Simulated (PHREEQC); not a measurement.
A solution holds 0.03 mol NH3 and 7.6e-05 mol CO2 per kg of water, at 35 °C. Closed to the air; pH follows from the charge balance.

Computed with PHREEQC (ion-association model, wateq4f.dat).

No solid was allowed to form.

What pH, ionic strength does the model give?

pH 10.51; ionic strength 0.000871 mol/kgw.

In which forms is C present?

CO3-2 67 %, HCO3- 33 % of the C.
